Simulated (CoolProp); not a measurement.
CHF3 (R23) at several states: density (kg/m³) from the reference equation and from simpler models built on Tc = 299.3 K, pc = 4832 kPa, ω = 0.263; each cubic takes its own stable root.

Model: reference Helmholtz-energy equation of state, Penoncello 2003, in CoolProp.

```csv
T (K),p (kPa),phase,reference
423.2,6570,supercritical,150.6
229.1,13200,liquid,1340
265.8,1630,gas,66.51
230.3,6370,liquid,1309
```

Question: How far does each simpler model (Redlich-Kwong, Peng-Robinson) lie from the reference over these 4 states: mean and median of the absolute difference, and the worst?

Answer: 
- Redlich-Kwong: mean 10.3 %, median 10.4 %, worst -17.6 % at 230.3 K and 6370 kPa
- Peng-Robinson: mean 1.9 %, median 2.1 %, worst -3.4 % at 230.3 K and 6370 kPa
